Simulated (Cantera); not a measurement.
# Catalytic combustion on Pt

An isothermal plug-flow reactor at 575 K and 3.90 bar (inlet), inlet velocity 0.94 m/s, active area per volume 120 1/m; feed 2.07 % H₂, 12.0 % O₂, 86.0 % N₂.

Detailed kinetics in Cantera: Deutschmann's 1995 Pt surface mechanism with GRI-Mech 3.0 gas chemistry. Catalytic surfaces can have several steady states; this one follows from the mechanism file's or the stated starting coverage. Mass transfer to the wall is taken as infinitely fast.

| z (m) | x H₂ | x O₂ | x H₂O | θ free Pt | θ O* | θ OH* |
|---|---|---|---|---|---|---|
| 5.4e-05 | 0.0196 | 0.119 | 0.00108 | 0.263 | 0.692 | 0.0452 |
| 9e-05 | 0.0189 | 0.119 | 0.00175 | 0.255 | 0.699 | 0.0455 |
| 0.00015 | 0.0179 | 0.118 | 0.00276 | 0.242 | 0.712 | 0.0459 |
| 0.00025 | 0.0165 | 0.118 | 0.00425 | 0.224 | 0.730 | 0.0462 |
| 0.00042 | 0.0144 | 0.117 | 0.00629 | 0.198 | 0.756 | 0.0463 |
| 0.00069 | 0.0121 | 0.116 | 0.00870 | 0.167 | 0.787 | 0.0456 |
| 0.0012 | 0.00917 | 0.115 | 0.0116 | 0.128 | 0.828 | 0.0434 |
| 0.0019 | 0.00688 | 0.114 | 0.0139 | 0.0969 | 0.863 | 0.0402 |
| 0.0032 | 0.00468 | 0.113 | 0.0162 | 0.0665 | 0.898 | 0.0354 |
| 0.0054 | 0.00303 | 0.112 | 0.0178 | 0.0433 | 0.927 | 0.0298 |
x: gas mole fraction; θ: surface coverage.
